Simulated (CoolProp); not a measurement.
1000 sccm (0 °C, 1 atm) of nitrogen bubbles through liquid water at 312.1 K and leaves saturated at a total pressure of 0.0733 MPa (ideal gas phase). Each further row changes one setting.

Computed with CoolProp (reference Helmholtz-energy equation of state, Wagner 2002).

```tsv
case	vapour pressure (kPa)	mole fraction of vapour	delivery (mg/min)	delivery (sccm)	change of delivery for a bath 1 K warmer (%)
as stated	6.98	[?]	[?]	105	6.1
bath temperature 317.1 K	9.09	0.124	114	[?]	6.1
total pressure 0.147 MPa	6.98	0.0475	40.1	49.9	[?]
```

**Question.** Some entries are withheld; supply them.

**Answer.** 
- as stated, mole fraction of vapour: 0.0952
- as stated, delivery (mg/min): 84.6
- bath temperature 317.1 K, delivery (sccm): 142
- total pressure 0.147 MPa, change of delivery for a bath 1 K warmer (%): 5.8
